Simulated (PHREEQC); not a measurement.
A solution holds 0.21 mol FeCl2, 0.00093 mol CdCl2 and 0.13 mol AlCl3 per kg of water, at 50 °C. Closed to the air; pH follows from the charge balance.

Equilibrium calculation in PHREEQC: ion-association model, wateq4f.dat.

| Item | Value |
|---|---|
| pH | 2.90 |
| ionic strength | 1.34 mol/kgw |
| activity of water | 0.981 |

```csv
species,molality,activity,log γ
Cl-,0.778,0.444,-0.244
Fe+2,0.178,0.0318,-0.748
Al+3,0.128,0.00726,-1.247
FeCl+,0.0318,0.0195,-0.212
H+,0.00172,0.00125,-0.139
AlOH+2,0.00169,0.000265,-0.804
CdCl2,0.000378,0.000514,0.134
CdCl+,0.000301,0.000255,-0.072
CdCl3-,0.000241,0.000204,-0.072
Al(OH)2+,1.70e-5,1.07e-5,-0.201
Cd+2,1.08e-5,5.57e-6,-0.286
FeOH+,7.20e-8,4.42e-8,-0.212
Al(OH)3,4.26e-9,5.81e-9,0.134
```

This is a speciation only: nothing precipitates in the calculation. Caution: at this ionic strength the ion-association model is outside its range; a Pitzer model would be the better tool where its parameters exist. Constants without temperature data keep their 25 °C values here.
